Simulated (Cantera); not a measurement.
## Equilibrium for aluminium and copper etching: Cu + F2 + H2

A closed system holds: 1 mol Cu, 1 mol F2, 34 mol H2, equilibrated at 42.0 Torr.

These are equilibrium values from Cantera (NASA tables, ideal gas, pure condensed phases), not measurements of a reactor. Candidate condensed phases: Cu, CuF2; 15 gas species. Kinetics and transport are ignored.

```tsv
T (°C)	x H2	x HF	x Cu	x H	x CuF	x Cu2	x H2F2	n Cu(s)	n Cu(l)
525	0.943	0.0571	<1e-12	1.09e-11	<1e-12	<1e-12	1.76e-8	1.00	0
600	0.943	0.0571	<1e-12	1.92e-10	1.46e-12	<1e-12	1.20e-8	1.00	0
675	0.943	0.0571	3.08e-11	2.15e-9	2.40e-11	<1e-12	8.72e-9	1.00	0
750	0.943	0.0571	6.86e-10	1.70e-8	2.61e-10	<1e-12	6.66e-9	1.00	0
825	0.943	0.0571	9.95e-9	1.01e-7	2.04e-9	<1e-12	5.28e-9	1.00	0
900	0.943	0.0571	1.02e-7	4.84e-7	1.22e-8	2.10e-12	4.33e-9	1.000	0
975	0.943	0.0571	7.87e-7	1.92e-6	5.85e-8	3.80e-11	3.64e-9	1.000	0
1050	0.943	0.0571	4.79e-6	6.51e-6	2.35e-7	4.91e-10	3.13e-9	1.000	0
1125	0.943	0.0571	2.32e-5	1.94e-5	7.81e-7	4.45e-9	2.74e-9	0	0.999
1200	0.943	0.0571	9.24e-5	5.19e-5	2.23e-6	3.03e-8	2.44e-9	0	0.997
1275	0.942	0.0571	0.000321	0.000126	5.73e-6	1.70e-7	2.20e-9	0	0.989
```
x: gas mole fraction; n: condensed amount in mol.

From 525 °C to 1050 °C the condensed part is Cu(s). From 1125 °C to 1275 °C the condensed part is Cu(l).
